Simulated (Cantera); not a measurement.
Standard-state values (1 bar) from the NASA 1993 polynomials, evaluated with Cantera. Values are per mole of reaction as written; species without (g) are pure solids or liquids, kept so even where they would boil at 1 bar.

Problem. Between 300 and 2923 K, where is each reaction favourable under standard conditions?
- Cr2O3 + N2O(g) = 2 Cr + 2 NO2(g)

Solution. 
- Cr2O3 + N2O(g) = 2 Cr + 2 NO2(g): ΔG° is 1054 kJ at 300 K and 521 kJ at 2923 K; it stays positive (K < 1). ΔH° is 1016 kJ and ΔS° 169 J/K at 2923 K.
